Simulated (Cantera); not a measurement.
Input: 1 mol Si, 12 mol HCl, 3.2 mol N₂, equilibrated at 1450 K and 133 Pa.

Method: chemical equilibrium by Gibbs-energy minimisation in Cantera with the NASA 1993 tables (ideal gas, pure condensed phases). Candidate condensed phases: NH₄Cl, Si, Si₃N₄; 28 gas species. The tables' values for SiCl₃ are old estimates; treat these amounts as uncertain. Rates play no part.

Base state: HCl 0.633, N₂ 0.214, H₂ 0.0850, SiCl₂ 0.0430, SiCl₄ 0.0119, SiCl₃ 0.0119, Cl 0.000458, SiHCl₃ 0.000138 (mole fractions); condensed: gas only.

### Question
What changes in the equilibrium state with this change: HCl from 12 to 21 mol?

### Answer
```
species    before     after
-------  --------  --------
HCl         0.633     0.764
N₂          0.214     0.134
H₂         0.0850    0.0589
SiCl₂      0.0430    0.0211
SiCl₃      0.0119   0.00845
SiCl₄      0.0119    0.0123
SiHCl₃   0.000138   8.19e-5
Cl       0.000458  0.000664
H         7.55e-5   6.28e-5
```

### Question
What changes in the equilibrium state with this change: pressure from 133 Pa to 23000 Pa?

### Answer
```json
[
 {"species": "HCl", "before": "0.633", "after": "0.573"},
 {"species": "N₂", "before": "0.214", "after": "0.224"},
 {"species": "H₂", "before": "0.0850", "after": "0.133"},
 {"species": "SiCl₄", "before": "0.0119", "after": "0.0601"},
 {"species": "SiCl₂", "before": "0.0430", "after": "0.00241"},
 {"species": "SiCl₃", "before": "0.0119", "after": "0.00629"},
 {"species": "Cl", "before": "0.000458", "after": "2.52e-5"},
 {"species": "H", "before": "7.55e-5", "after": "7.20e-6"},
 {"species": "SiHCl₃", "before": "0.000138", "after": "0.00121"}
]
```

### Question
What changes in the equilibrium state with this change: temperature from 1450 K to 1475 K?

### Answer
| species | before | after |
|---|---|---|
| HCl | 0.633 | 0.637 |
| N₂ | 0.214 | 0.214 |
| H₂ | 0.0850 | 0.0816 |
| SiCl₂ | 0.0430 | 0.0465 |
| SiCl₄ | 0.0119 | 0.00904 |
| SiCl₃ | 0.0119 | 0.0111 |
| Cl | 0.000458 | 0.000642 |
| H | 7.55e-5 | 0.000101 |
